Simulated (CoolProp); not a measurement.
Vapour-liquid equilibrium of R22 (1) + R11 (2) at 36.1 kPa; x and y are mole fractions of (1).

Computed with CoolProp (multi-fluid Helmholtz-energy mixture model, Kamei 1995 and Jacobsen 1992; pair parameters Bell 2016).

| x | bubble temperature (K) | y at the bubble point | dew temperature at overall composition x (K) | liquid density (mol/L) |
|---|---|---|---|---|
| 0.05 | 253.4 | 0.577 | 269.5 | 11.64 |
| 0.125 | 240.0 | 0.809 | 267.8 | 12.12 |
| 0.2 | 232.8 | 0.884 | 265.9 | 12.51 |
| 0.275 | 228.4 | 0.918 | 263.8 | … |
| 0.35 | 225.3 | 0.938 | 261.6 | 13.24 |
| 0.425 | 223.0 | 0.951 | 259.2 | 13.60 |
| 0.5 | 221.1 | 0.960 | … | 13.97 |
| 0.575 | 219.6 | 0.968 | 253.4 | 14.36 |
| 0.65 | 218.2 | … | 249.9 | 14.76 |
| 0.725 | 216.9 | 0.980 | 245.8 | … |
| 0.8 | 215.7 | 0.985 | … | 15.63 |
| 0.875 | 214.5 | 0.991 | 233.8 | 16.10 |
| 0.95 | 213.3 | … | 223.2 | 16.60 |

Problem. Complete the blanks.

Solution. 
- 0.275, liquid density (mol/L): 12.88
- 0.5, dew temperature at overall composition x (K): 256.5
- 0.65, y at the bubble point: 0.974
- 0.725, liquid density (mol/L): 15.18
- 0.8, dew temperature at overall composition x (K): 240.7
- 0.95, y at the bubble point: 0.996

No azeotrope shows between x = 0.05 and 0.95.

Pair parameters are fitted to limited data, so mixtures are less certain than the pure fluids.
